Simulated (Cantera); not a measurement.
Feed: 1 mol TiO2, 0.58 mol CH4, 0.21 mol CO, equilibrated at 2098.15 K and 24.8 Torr.

These are equilibrium values from Cantera (NASA tables, ideal gas, pure condensed phases), not measurements of a reactor. Candidate condensed phases: C, C6H6, C7H8, C8H18, H2O, Ti, TiC, TiO, TiO2, Ti2O3, Ti3O5, Ti4O7; 113 gas species. Mutual solubility and eutectic melting of coexisting phases are not modelled. TiO: taken at fixed stoichiometry. Kinetics and transport are ignored.

Base state: H2 0.584, CO 0.402, H 0.0130, H2O 0.000357, TiO 9.22e-5, CO2 4.99e-5 (mole fractions); condensed: TiO(l) + Ti2O3(s).

Question: What changes in the equilibrium state with this change: TiO2 replaced by Cu2O?

Answer: 
```json
[
 {"species": "Cu", "before": "0", "after": "0.311"},
 {"species": "H2", "before": "0.584", "after": "0.278"},
 {"species": "CO", "before": "0.402", "after": "0.254"},
 {"species": "CO2", "before": "4.99e-5", "after": "0.0229"},
 {"species": "H2O", "before": "0.000357", "after": "0.124"},
 {"species": "H", "before": "0.0130", "after": "0.00894"},
 {"species": "TiO", "before": "9.22e-5", "after": "0"},
 {"species": "Cu2", "before": "0", "after": "0.00176"},
 {"species": "O", "before": "1.49e-8", "after": "1.08e-5"},
 {"species": "OH", "before": "9.40e-7", "after": "0.000472"},
 {"species": "TiO(l), mol", "before": "0.161", "after": "0"},
 {"species": "Ti2O3(s), mol", "before": "0.419", "after": "0"},
 {"species": "Cu(l), mol", "before": "0", "after": "1.10"}
]
```
Further candidate phases: Cu, CuO, Cu(OH)2, Cu2O.
